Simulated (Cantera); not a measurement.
Feed: 1 mol FeS₂, 0.49 mol H₂, 5.5 mol H₂O, equilibrated at 1825 °C and 1 atm.

These are equilibrium values from Cantera (NASA tables, ideal gas, pure condensed phases), not measurements of a reactor. Candidate condensed phases: Fe, FeO, Fe(OH)₂, Fe(OH)₃, FeS, FeSO₄, FeS₂, Fe₂O₃, Fe₂(SO₄)₃, Fe₃O₄, H₂O, H₂SO₄, S; 22 gas species. The tables' stoichiometric FeO is somewhat more stable than real wüstite, so its field is too wide. FeO: taken at fixed stoichiometry. Kinetics and transport are ignored.

Base state: H₂O 0.515, H₂ 0.283, S₂ 0.0802, SO₂ 0.0499, H₂S 0.0369, SO 0.0162, SH 0.0132, S 0.00165 (mole fractions); condensed: FeO(l).

Question: What changes in the equilibrium state with this change: pressure from 1 atm to 100 Torr?

Answer: 
| species | before | after |
|---|---|---|
| H₂O | 0.515 | 0.449 |
| H₂ | 0.283 | 0.341 |
| S₂ | 0.0802 | 0.0700 |
| H₂S | 0.0369 | 0.0151 |
| SO | 0.0162 | 0.0302 |
| SO₂ | 0.0499 | 0.0670 |
| SH | 0.0132 | 0.0136 |
| Fe | 0.000268 | 0.00282 |
| FeO | 1.22e-5 | 9.25e-5 |
| H | 0.00163 | 0.00493 |
| S | 0.00165 | 0.00425 |
| OH | 0.000352 | 0.000769 |
| S₂O | 0.00153 | 0.000967 |
| FeO(l), mol | 0.996 | 0.977 |
